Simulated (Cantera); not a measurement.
# Reactions in the system Cl-Fe-H

Source: NASA polynomial tables (part measured, part estimated), evaluated in Cantera. Values are per mole of reaction as written; species without (g) are pure solids or liquids, kept so even where they would boil at 1 bar.

2 HCl(g) + 2 FeCl₂ → 2 H(g) + Fe₂Cl₆(g)

| T (K) | ΔH° (kJ) | ΔS° (J/K) | ΔG° (kJ) | log10 K |
|---|---|---|---|---|
| 700 | 649.6 | 156.5 | 540.0 | -40.29 |
| 725 | 649.4 | 156.3 | 536.1 | -38.62 |
| 750 | 649.2 | 156.1 | 532.2 | -37.06 |
| 775 | 649.0 | 155.8 | 528.3 | -35.60 |
| 800 | 648.8 | 155.5 | 524.4 | -34.24 |
| 825 | 648.6 | 155.2 | 520.5 | -32.95 |
| 850 | 648.3 | 154.9 | 516.6 | -31.75 |
| 875 | 648.1 | 154.7 | 512.7 | -30.61 |
| 900 | 647.8 | 154.3 | 508.9 | -29.53 |
